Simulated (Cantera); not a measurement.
A perfectly stirred reactor is fed with NO : N2 = 1 : 13 (molar parts), at 160000 Pa; it is held at 1825 K, and followed from long to short residence time.

Detailed kinetics in Cantera: GRI-Mech 3.0 (53 species, 325 reactions).

Question: What does this change do: pressure from 160000 Pa to 2200 Pa?

Answer: 
| quantity | before | after |
|---|---|---|
| x(NO) at τ = 17.0 s | 0.0347 | 0.0689 |
| x(N2) at τ = 17.0 s | 0.947 | 0.930 |
| x(N2O) at τ = 17.0 s | 6.45e-7 | 1.87e-6 |
| x(NO2) at τ = 17.0 s | 3.12e-5 | 2.24e-6 |
| x(O) at τ = 17.0 s | 1.68e-5 | 5.09e-5 |
| x(NO) at τ = 0.170 s | 0.0705 | 0.0714 |
| x(N2) at τ = 0.170 s | 0.929 | 0.929 |
| x(N2O) at τ = 0.170 s | 2.23e-6 | 1.52e-6 |
| x(NO2) at τ = 0.170 s | 1.66e-5 | 3.87e-7 |
| x(O) at τ = 0.170 s | 4.50e-6 | 8.38e-6 |
Radical loss at walls, strong at low pressure, is not modelled.
